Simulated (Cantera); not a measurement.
## Silicon carbide growth: SiCl₄ + C₃H₈ + H₂

A closed system holds: 1 mol SiCl₄, 0.38 mol C₃H₈, a varied amount of H₂, equilibrated at 2523.15 K and 5600 Pa.

Equilibrium computed with Cantera from the NASA thermochemical tables; the gas is ideal and each condensed phase is pure. Candidate condensed phases: C, C₆H₆, C₇H₈, C₈H₁₈, Si, SiC; 109 gas species. The tables' values for SiCl are old estimates; treat these amounts as uncertain. Gases not in the tables: Si₂H₆ and higher silanes. Rates play no part.

```json
[
 {"n(H₂) (mol)": "97", "x H₂": "0.842", "x H": "0.108", "x HCl": "0.0337", "x Si": "0.00718", "x C₂H₂ (acetylene)": "0.00428", "x Cl": "0.00304", "x SiC₂": "0.000848"},
 {"n(H₂) (mol)": "130", "x H₂": "0.853", "x H": "0.109", "x HCl": "0.0255", "x Si": "0.00568", "x C₂H₂ (acetylene)": "0.00337", "x Cl": "0.00229", "x SiC₂": "0.000521"},
 {"n(H₂) (mol)": "160", "x H₂": "0.860", "x H": "0.109", "x HCl": "0.0209", "x Si": "0.00477", "x C₂H₂ (acetylene)": "0.00282", "x Cl": "0.00187", "x SiC₂": "0.000365"},
 {"n(H₂) (mol)": "210", "x H₂": "0.866", "x H": "0.109", "x HCl": "0.0161", "x Si": "0.00377", "x C₂H₂ (acetylene)": "0.00223", "x Cl": "0.00143", "x SiC₂": "0.000225"},
 {"n(H₂) (mol)": "270", "x H₂": "0.871", "x H": "0.110", "x HCl": "0.0126", "x Si": "0.00300", "x C₂H₂ (acetylene)": "0.00178", "x Cl": "0.00112", "x SiC₂": "0.000143"},
 {"n(H₂) (mol)": "350", "x H₂": "0.875", "x H": "0.110", "x HCl": "0.00976", "x Si": "0.00237", "x C₂H₂ (acetylene)": "0.00140", "x Cl": "0.000865", "x SiC₂": "8.81e-5"},
 {"n(H₂) (mol)": "450", "x H₂": "0.878", "x H": "0.110", "x HCl": "0.00762", "x Si": "0.00187", "x C₂H₂ (acetylene)": "0.00111", "x Cl": "0.000674", "x SiC₂": "5.48e-5"},
 {"n(H₂) (mol)": "590", "x H₂": "0.881", "x H": "0.110", "x HCl": "0.00583", "x Si": "0.00144", "x C₂H₂ (acetylene)": "0.000857", "x Cl": "0.000515", "x SiC₂": "3.26e-5"},
 {"n(H₂) (mol)": "760", "x H₂": "0.883", "x H": "0.110", "x HCl": "0.00454", "x Si": "0.00113", "x C₂H₂ (acetylene)": "0.000672", "x Cl": "0.000400", "x SiC₂": "2.00e-5"},
 {"n(H₂) (mol)": "980", "x H₂": "0.884", "x H": "0.111", "x HCl": "0.00352", "x Si": "0.000883", "x C₂H₂ (acetylene)": "0.000525", "x Cl": "0.000311", "x SiC₂": "1.22e-5"},
 {"n(H₂) (mol)": "1300", "x H₂": "0.885", "x H": "0.111", "x HCl": "0.00266", "x Si": "0.000669", "x C₂H₂ (acetylene)": "0.000398", "x Cl": "0.000234", "x SiC₂": "7.00e-6"}
]
```
x: gas mole fraction; nothing condenses.

From 97 mol H₂ to 1300 mol H₂ nothing is condensed. The main Si-bearing gas is Si throughout.
